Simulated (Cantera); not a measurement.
A closed system holds: 1 mol CH3F, 1.4 mol H2, held at 1200 Pa.

Method: chemical equilibrium by Gibbs-energy minimisation in Cantera with the NASA 1993 tables (ideal gas, pure condensed phases). Candidate condensed phases: C, C6H6, C7H8, C8H18; 95 gas species. Equilibrium is a limit: real reactors are often held back by kinetics, nucleation or transport.

At 2052 °C, list the 5 most abundant gas species with their mole fractions, and the condensed phases.

H2 0.635, HF 0.282, H 0.0800, C2H2 (acetylene) 0.00310, F 4.56e-5. Condensed: C(graphite).
